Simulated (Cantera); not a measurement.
# Thermodynamics of roasting and sulfation, feed FeS₂ + SO₂ + H₂O

Feed: 1 mol FeS₂, 0.71 mol SO₂, a varied amount of H₂O, held at 952 °C and 14.0 bar.

Method: chemical equilibrium by Gibbs-energy minimisation in Cantera with the NASA 1993 tables (ideal gas, pure condensed phases). Candidate condensed phases: Fe, FeO, Fe(OH)₂, Fe(OH)₃, FeS, FeSO₄, FeS₂, Fe₂O₃, Fe₂(SO₄)₃, Fe₃O₄, H₂O, H₂SO₄, S; 22 gas species. FeS: taken at fixed stoichiometry. Gases not in the tables: S₃ to S₇. Rates play no part.

| n(H₂O) (mol) | x H₂O | x SO₂ | x S₂ | x H₂S | x S₂O | n FeS(s) |
|---|---|---|---|---|---|---|
| 0.095 | 0.0565 | 0.542 | 0.349 | 0.0167 | 0.0346 | 1.00 |
| 0.19 | 0.107 | 0.514 | 0.316 | 0.0301 | 0.0313 | 1.00 |
| 0.38 | 0.192 | 0.467 | 0.263 | 0.0496 | 0.0260 | 1.00 |
| 0.76 | 0.321 | 0.395 | 0.191 | 0.0709 | 0.0188 | 1.00 |
| 1.5 | 0.479 | 0.305 | 0.117 | 0.0831 | 0.0114 | 1.00 |
| 3 | 0.644 | 0.211 | 0.0569 | 0.0784 | 0.00554 | 1.00 |
| 6.1 | 0.781 | 0.130 | 0.0219 | 0.0592 | 0.00212 | 1.000 |
x: gas mole fraction; n: condensed amount in mol.

From 0.095 mol H₂O to 6.1 mol H₂O the condensed part is FeS(s).
